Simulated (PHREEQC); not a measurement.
1 kg of water holding 0.29 mol/kgw KCl, 0.14 mol/kgw Na2SO4, 0.28 mol/kgw Na2CO3 and 0.25 mol/kgw NaCl is evaporated at 25 °C; the solids stay in contact with the brine. CO2 is held at log p = -3.4 (atm). Solids allowed: Arcanite, Burkeite, Glaserite, Halite, Kalicinite, Mirabilite, Misenite, Nahcolite, Natron, Sylvite, Thenardite, Trona. Others were left out.

The numbers come from PHREEQC with the Pitzer model, pitzer.dat.

```csv
water left (kg),ionic strength,water activity,Halite (mol),Trona (mol)
0.9992,1.75,0.966,0,0
0.8211,2.14,0.959,0,0
0.5546,3.18,0.939,0,0
0.4558,3.87,0.925,0,0
0.3078,5.75,0.886,0,0
0.2529,7.01,0.857,0,0
0.2078,8.52,0.818,0,0
0.1366,8.83,0.773,0,0.0862
0.1099,8.81,0.746,0,0.126
0.08821,8.94,0.716,0.0215,0.151
0.05682,8.86,0.713,0.191,0.163
0.0452,8.87,0.710,0.253,0.168
0.02778,8.87,0.710,0.333,0.175
0.02133,8.87,0.710,0.362,0.178
```

Glaserite from water left = 0.2078 kg (pH 10.03); Trona from water left = 0.1694 kg (pH 10.01); Halite from water left = 0.08821 kg (pH 9.79); Sylvite from water left = 0.0452 kg (pH 9.82).

Species that the database lacks are ignored.
